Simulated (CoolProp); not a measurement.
CH2F2 (R32) at 158.66 K and 6.43 MPa flows at 17 m/s in a round tube of 10 mm bore and 1.5 µm roughness, fully developed (64/Re and Nu = 3.66 if laminar; Colebrook and Gnielinski if turbulent). Each further row changes one setting.

Model: reference Helmholtz-energy equation of state, Tillner-Roth 1997, in CoolProp.

```json
[
 {"case": "as stated", "Reynolds number": "___", "Darcy friction factor": "0.0164", "pressure drop (Pa/m)": "___", "heat-transfer coefficient (W/(m² K))": "30100", "mass flow (kg/h)": "___"},
 {"case": "velocity 34 m/s", "Reynolds number": "463000", "Darcy friction factor": "0.0151", "pressure drop (Pa/m)": "1200000", "heat-transfer coefficient (W/(m² K))": "56900", "mass flow (kg/h)": "13300"},
 {"case": "diameter 20 mm", "Reynolds number": "463000", "Darcy friction factor": "0.0143", "pressure drop (Pa/m)": "___", "heat-transfer coefficient (W/(m² K))": "___", "mass flow (kg/h)": "26500"}
]
```

Problem. What belongs in the gaps?

Solution. 
- as stated, Reynolds number: 231000
- as stated, pressure drop (Pa/m): 328000
- as stated, mass flow (kg/h): 6640
- diameter 20 mm, pressure drop (Pa/m): 143000
- diameter 20 mm, heat-transfer coefficient (W/(m² K)): 27400

Viscosity comes from a separate model (Bell 2016), an estimate that may be off by 10 % or more. Thermal conductivity comes from a separate model (Huber 2003), an estimate that may be off by 10 % or more.
